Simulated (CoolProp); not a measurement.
Vapour-liquid equilibrium of CHF3 (R23) (1) + R134a (2) at 7 bar; x and y are mole fractions of (1).

Model: multi-fluid Helmholtz-energy mixture model, Penoncello 2003 and Tillner-Roth 1994; pair parameters Bell 2016, in CoolProp.

```
x      bubble temperature, mixture model (K)  bubble temperature, Raoult's law (K)  y, mixture model  y, Raoult's law
-----  -------------------------------------  ------------------------------------  ----------------  ---------------
0.05                                   293.1                                 290.7             0.198            0.280
0.125                                  284.0                                 280.0             0.425            0.534
0.2                                    276.0                                 271.6             0.586            0.684
0.275                                  269.1                                 264.9             0.699            0.778
0.35                                   263.1                                 259.3             0.780            0.841
0.425                                  257.9                                 254.5             0.839            0.884
0.5                                    253.3                                 250.5             0.882            0.916
0.575                                  249.3                                 246.9             0.915            0.939
0.65                                   245.6                                 243.8             0.939            0.956
0.725                                  242.4                                 241.0             0.958            0.970
0.8                                    239.5                                 238.5             0.973            0.981
0.875                                  236.8                                 236.3             0.985            0.989
0.95                                   234.4                                 234.2             0.995            0.996
```

The largest gap from Raoult's law is +4.4 K in bubble temperature, at x = 0.2. No azeotrope shows between x = 0.05 and 0.95.

Pair parameters are fitted to limited data, so mixtures are less certain than the pure fluids.
